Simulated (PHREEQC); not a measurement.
Solution (5 °C): 5.3e-05 mol/kgw Ag2SO4 and 7.3e-06 mol/kgw NaCl. Closed to the air; pH follows from the charge balance.

Computed with PHREEQC (ion-association model, wateq4f.dat).

No solid was allowed to form.

### Question
Predict the pH.

### Answer
pH 7.36.

### Question
In which forms is Ag present?

### Answer
Ag+ 98 %, AgCl 1.4 % of the Ag.

Saturation is exceeded, for instance for Cerargyrite; the values hold only as long as no solid forms. Species that the database lacks are ignored. At this temperature some constants are extrapolated from 25 °C, and those without enthalpy data are left unchanged.
